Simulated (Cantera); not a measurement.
Cantera run:

```python
import numpy as np
import cantera as ct

gas_names = [...]  # 87 gases of nasa_gas.yaml made of C, H, Si
cond_names = """
    C(gr) C6H6(L) C7H8(L) C8H18(L),n-octa Si(cr) Si(L) SiC(b)
""".split()


# ... load() reads the species with a 1 bar reference pressure and builds the phases ...
atoms = {
    'Si(CH3)4': {'Si': 1, 'C': 4, 'H': 12},
    'C2H2': {'C': 2, 'H': 2},
    'H2': {'H': 2},
}
top_T = {'C(gr)': 4500, 'SiC(b)': 3050}  # K; cautious upper limits of use, not melting points


# ... equilibrate(T, P, feed) seeds the gas with the atoms and calls Mixture.equilibrate('TP', solver="vcs", rtol=1e-11, max_steps=5000) ...
results = []
feed = {'Si(CH3)4': 1, 'C2H2': 0.52, 'H2': 430}  # mol
T = 1150  # K
P = 20000  # Pa
mix = equilibrate(T, P, feed)
results.append((T, P, feed, dict(zip(mix.species_names, mix.species_moles))))
x = sorted(zip(gas.X, gas.species_names), reverse=True)
print(f"T = {T:g} K  P = {P:g} Pa  gas = {mix.phase_moles(0):.4g} mol")
print("   x: " + "  ".join(f"{s} {v:.3e}" for v, s in x if v > 1e-05))
print("   condensed (mol): " + ("  ".join(f"{mix.phase(i).name} {mix.phase_moles(i):.4g}"
      for i in range(1, mix.n_phases) if mix.phase_moles(i) > 1e-12) or "none"))
```

It prints:

```
T = 1150 K  P = 20000 Pa  gas = 434.5 mol
   x: H2 9.954e-01  CH4 4.638e-03
   condensed (mol): C(gr) 2.025  SiC(b) 1
```

Equilibrium computed with Cantera from the NASA thermochemical tables; the gas is ideal and each condensed phase is pure.
